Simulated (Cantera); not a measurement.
A closed system holds: 1 mol SiCl4, 0.57 mol HCl, 14 mol H2, equilibrated at 302 °C and 14.0 bar.

These are equilibrium values from Cantera (NASA tables, ideal gas, pure condensed phases), not measurements of a reactor. Candidate condensed phases: Si; 19 gas species. The numbers say what is thermodynamically allowed, not how fast it happens.

Base state: H2 0.899, SiCl4 0.0642, HCl 0.0366, SiHCl3 2.34e-5 (mole fractions); condensed: gas only.

What changes in the equilibrium state with this change: SiCl4 replaced by Si?


```json
[
 {"species": "H2", "before": "0.899", "after": "0.987"},
 {"species": "SiHCl3", "before": "2.34e-5", "after": "0.00880"},
 {"species": "SiCl4", "before": "0.0642", "after": "0.00261"},
 {"species": "HCl", "before": "0.0366", "after": "4.34e-6"},
 {"species": "SiH2Cl2", "before": "<1e-9", "after": "0.00137"},
 {"species": "SiH3Cl", "before": "<1e-9", "after": "4.06e-5"},
 {"species": "Si(s), mol", "before": "0", "after": "0.816"}
]
```
